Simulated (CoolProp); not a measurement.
Properties of cyclohexane along the isotherm 616.5 K.

The numbers come from the reference Helmholtz-energy equation of state, Zhou 2014 in CoolProp.

```
p (MPa)          phase       Z  viscosity (µPa s)
-------  -------------  ------  -----------------
0.85               gas  0.9483               13.8
1.7                gas  0.8933               14.3
2.55               gas  0.8345               15.1
3.4                gas  0.7711               16.0
4.25     supercritical  0.7023               17.2
5.1      supercritical  0.6274               18.7
5.95     supercritical  0.5486               21.0
6.8      supercritical  0.4797               25.6
7.65     supercritical  0.4403               32.6
8.5      supercritical  0.4278               40.0
9.35     supercritical  0.4307               46.4
10.2     supercritical  0.4416               51.7
```

Viscosity comes from a separate model (Tariq 2014).
